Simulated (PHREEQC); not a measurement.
0.095 g of hydrous ferric oxide (600 m²/g; 0.2 weak and 0.005 strong sites per Fe, Dzombak-Morel constants, diffuse double layer) in 1 kg of water with 0.01 mol/kgw of an inert sodium salt and 0.014 mmol/kgw ZnCl2, at 25 °C; the pH is set by adding NaOH or the inert anion's acid. Oxygen is held at 0.21 atm. The system is closed to CO2. No solid was allowed to form.

The series has 13 steps of pH, from 3 to 11.

The numbers come from PHREEQC with the ion-association model, wateq4f.dat.

Q: Near which pH is half of the Zn sorbed, and on which side is more sorbed?

A: Near pH 6.7, with more sorbed at higher pH.

The oxide is taken as insoluble; below pH 4 it would dissolve.
